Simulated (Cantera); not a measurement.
Charge: 1 mol Al(CH3)3, 4.9 mol N2O, 490 mol N2, at 673 K and 23.0 mbar.

These are equilibrium values from Cantera (NASA tables, ideal gas, pure condensed phases), not measurements of a reactor. Candidate condensed phases: Al, AlN, Al2O3, C, C6H6, C7H8, C8H18, H2O; 148 gas species. The feed counts by its element totals alone. Equilibrium is a limit: real reactors are often held back by kinetics, nucleation or transport.

Base state: N2 0.987, H2 0.00840, CO 0.00248, CO2 0.00189, H2O 0.000521, CH4 2.48e-5 (mole fractions); condensed: Al2O3(s) + C(graphite).

**Question.** What changes in the equilibrium state with this change: pressure from 23.0 mbar to 10.0 mbar?

**Answer.** 
```tsv
species	before	after
N2	0.987	0.986
H2	0.00840	0.00863
CO	0.00248	0.00339
CO2	0.00189	0.00153
CH4	2.48e-5	1.14e-5
H2O	0.000521	0.000318
Al2O3(s), mol	0.500	0.500
C(graphite), mol	0.795	0.522
```

**Question.** What changes in the equilibrium state with this change: N2O from 4.9 to 31 mol?

**Answer.** 
```tsv
species	before	after
N2	0.987	0.968
O2	<1e-9	0.0177
H2O	0.000521	0.00836
H2	0.00840	<1e-9
CO	0.00248	<1e-9
CH4	2.48e-5	<1e-9
CO2	0.00189	0.00558
Al2O3(s), mol	0.500	0.500
C(graphite), mol	0.795	0
```
